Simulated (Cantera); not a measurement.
An isothermal, constant-pressure homogeneous reactor starts with CH4 : N2 = 1 : 2.7 (molar parts), at 1725 K and 0.370 bar.

Detailed kinetics in Cantera: GRI-Mech 3.0 (53 species, 325 reactions). GRI-Mech 3.0 stops at C3 and has no aromatics, soot or wall deposition, so with more carbon than oxygen in the feed, carbon stays in small species such as C2H2 where larger ones or solid carbon would form.

x: mole fraction; the columns are a selection and need not sum to one.

```csv
t (s),x CH4,x C2H2,x CH2,x HCN,x CH3,x C2H4
0.000300,0.268,4.22e-6,1.82e-7,1.49e-11,0.00101,0.000192
0.000954,0.259,0.000379,7.08e-7,4.92e-10,0.00206,0.00299
0.00304,0.210,0.0124,8.82e-7,[?],0.00208,0.0112
0.00965,0.135,0.0491,4.90e-7,[?],0.00121,0.00380
0.0307,0.0660,0.0792,2.71e-7,[?],0.000614,0.00101
0.0977,0.0233,0.0966,1.21e-7,[?],0.000238,0.000509
0.311,0.00710,0.103,4.29e-8,[?],7.70e-5,0.000481
0.988,0.00276,0.105,1.75e-8,[?],3.05e-5,0.000489
3.14,0.00220,0.105,1.41e-8,[?],2.44e-5,0.000490
10.0,0.00220,0.105,1.41e-8,[?],2.44e-5,0.000490
```

Task: Some entries are withheld; supply them.

Result: 
- 0.00304, x HCN: 1.25e-8
- 0.00965, x HCN: 6.64e-8
- 0.0307, x HCN: 2.06e-7
- 0.0977, x HCN: 4.69e-7
- 0.311, x HCN: 8.05e-7
- 0.988, x HCN: 1.19e-6
- 3.14, x HCN: 1.92e-6
- 10.0, x HCN: 4.35e-6
